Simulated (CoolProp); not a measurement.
Vapour-liquid equilibrium of carbon dioxide (1) + R124 (2) at -16.05 °C; x and y are mole fractions of (1).

Computed with CoolProp (multi-fluid Helmholtz-energy mixture model, Span 1996 and de Vries 1995; pair parameters Bell 2016).

| x | bubble pressure, mixture model (MPa) | bubble pressure, Raoult's law (MPa) | y, mixture model | y, Raoult's law |
|---|---|---|---|---|
| 0.05 | 0.1855 | 0.1919 | 0.548 | 0.579 |
| 0.125 | 0.3277 | 0.3520 | 0.753 | 0.788 |
| 0.2 | 0.4639 | 0.5122 | 0.832 | 0.867 |
| 0.275 | 0.5980 | 0.6723 | 0.876 | 0.908 |
| 0.35 | 0.7331 | 0.8325 | 0.905 | 0.934 |
| 0.425 | 0.8719 | 0.9926 | 0.925 | 0.951 |
| 0.5 | 1.017 | 1.153 | 0.941 | 0.963 |
| 0.575 | 1.169 | 1.313 | 0.954 | 0.972 |
| 0.65 | 1.331 | 1.473 | 0.965 | 0.980 |
| 0.725 | 1.503 | 1.633 | 0.974 | 0.986 |
| 0.8 | 1.685 | 1.793 | 0.982 | 0.991 |
| 0.875 | 1.879 | 1.953 | 0.990 | 0.995 |
| 0.95 | 2.081 | 2.114 | 0.996 | 0.998 |

The largest gap from Raoult's law is -12.2 % in bubble pressure, at x = 0.425. No azeotrope shows between x = 0.05 and 0.95.

Pair parameters are fitted to limited data, so mixtures are less certain than the pure fluids.
